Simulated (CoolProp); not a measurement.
Nitrogen at 981.14 K and 10.3 MPa is throttled through a valve to 4.07 MPa with no heat exchange. Each further row changes one setting.

Values from CoolProp's reference Helmholtz-energy equation of state, Span 2000.

| case | temperature change (K) | final phase | final density (kg/m³) |
|---|---|---|---|
| as stated | … | supercritical | … |
| outlet pressure 1.22 MPa | … | … | … |
| outlet pressure 5.29 MPa | … | supercritical | … |

Q: Complete the blanks.

A: 
- as stated, temperature change (K): +3.8
- as stated, final density (kg/m³): 13.7
- outlet pressure 1.22 MPa, temperature change (K): +5.5
- outlet pressure 1.22 MPa, final phase: gas
- outlet pressure 1.22 MPa, final density (kg/m³): 4.15
- outlet pressure 5.29 MPa, temperature change (K): +3.1
- outlet pressure 5.29 MPa, final density (kg/m³): 17.8
